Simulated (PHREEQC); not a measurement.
HCl is added in steps, without added water, to 1 kg of water holding 0.056 mol/kgw Ni(NO3)2, 0.097 mol/kgw NaOH and 0.00015 mol/kgw MnSO4, at 20 °C. The system is closed to oxygen. CO2 from the air is kept out. Precipitation was switched off in this run.

Base run: PHREEQC, ion-association model, wateq4f.dat. Each further column changes one thing. The table gives pH.

| HCl added (mol) | base | NaOH left out | 0.0011 mol/kgw HNO3 added | solids may form |
|---|---|---|---|---|
| 0 | 10.06 | 5.86 | 10.05 | 6.50 |
| 0.0175 | 9.91 | 1.85 | 9.90 | 6.34 |
| 0.035 | 9.78 | 1.55 | 9.77 | 6.26 |
| 0.0525 | 9.65 | 1.38 | 9.64 | 6.21 |
| 0.07 | 9.49 | 1.26 | 9.48 | 6.17 |
| 0.0875 | 9.19 | 1.16 | 9.16 | 6.13 |
| 0.105 | 2.20 | 1.08 | 2.15 | 2.20 |
| 0.1225 | 1.70 | 1.02 | 1.68 | 1.70 |
| 0.14 | 1.47 | 0.96 | 1.46 | 1.47 |

In at least one series the solution becomes supersaturated in solids that the run did not let form, among them Pyrochroite, Ni(OH)2, Ni4(OH)6SO4.  The database's Ni(OH)2 is the aged solid; a fresh precipitate is more soluble. Solids allowed in the column 'solids may form': Pyrochroite, Ni(OH)2, Ni4(OH)6SO4, Halite, Mirabilite, Morenosite.
